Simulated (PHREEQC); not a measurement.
0.058 g of hydrous ferric oxide (600 m²/g; 0.2 weak and 0.005 strong sites per Fe, Dzombak-Morel constants, diffuse double layer) in 1 kg of water with 0.05 mol/kgw of an inert sodium salt and 1.5e-07 mol/kgw MgCl2 and 0.00025 mol/kgw SrCl2, at 25 °C; the pH is set by adding NaOH or the inert anion's acid. O2 is buffered at 0.21 atm. No CO2 enters from the air. Precipitation was switched off in this run.

Base run: PHREEQC, ion-association model, wateq4f.dat. Each further column changes one thing. The table gives Sr sorbed (%).

```tsv
pH	base	no electrostatic term (-no_edl)	background salt from 0.05 to 0.005 mol/kgw	oxide from 0.058 to 0.29 g/kgw	8.4e-05 mol/kgw CuSO4 added
4	0.0	0.0	0.0	0.0	0.0
4.5	0.0	0.0	0.0	0.0	0.0
5.5	0.0	0.2	0.0	0.0	0.0
6	0.0	0.5	0.0	0.0	0.0
6.5	0.0	0.8	0.0	0.1	0.0
7.5	0.6	1.2	0.6	2.7	0.0
8	1.1	1.3	1.2	5.7	0.0
8.5	1.9	1.5	2.3	9.3	0.0
9.5	11.8	2.0	14.2	48.6	1.1
10	18.4	2.0	20.6	73.4	5.9
```

 In at least one series the solution becomes supersaturated in solids that the run did not let form, among them Cu(OH)2, Brochantite. The database's constant for dissolved Cu(OH)2 is higher than later reviews accept.
